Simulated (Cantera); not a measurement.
**Thermodynamics of silicon epitaxy and polysilicon growth, feed SiCl₄ + Cl₂ + H₂**

Charge: 1 mol SiCl₄, 0.0036 mol Cl₂, 18 mol H₂, equilibrated at 1 atm.

Method: chemical equilibrium by Gibbs-energy minimisation in Cantera with the NASA 1993 tables (ideal gas, pure condensed phases). Candidate condensed phases: Si; 19 gas species. The tables' values for SiCl₃, SiCl are old estimates; treat these amounts as uncertain. Gases not in the tables: Si₂H₆ and higher silanes. Equilibrium is a limit: real reactors are often held back by kinetics, nucleation or transport.

From 873 K to 1173 K nothing is condensed. From 1323 K to 1623 K the condensed part is Si(s). At 1773 K the condensed part is Si(l). The main Si-bearing gas is SiCl₄ at 873 K and SiCl₂ at 1773 K.

| T (K) | log p H₂ | log p HCl | log p SiCl₄ | log p SiCl₂ | log p SiHCl₃ | n Si(s) | n Si(l) |
|---|---|---|---|---|---|---|---|
| 873 | -0.02 | -2.01 | -1.36 | -6.08 | -2.04 | 0 | 0 |
| 1023 | -0.03 | -1.74 | -1.44 | -4.08 | -1.80 | 0 | 0 |
| 1173 | -0.03 | -1.52 | -1.56 | -2.70 | -1.71 | 0 | 0 |
| 1323 | -0.04 | -1.23 | -1.76 | -1.99 | -1.86 | 0.0698 | 0 |
| 1473 | -0.06 | -1.07 | -2.18 | -1.58 | -2.20 | 0.0845 | 0 |
| 1623 | -0.06 | -1.01 | -2.83 | -1.41 | -2.70 | 0.0582 | 0 |
| 1773 | -0.07 | -0.97 | -3.51 | -1.37 | -3.23 | 0 | 0.0852 |
log p: log10 of the partial pressure in bar; n: condensed amount in mol.
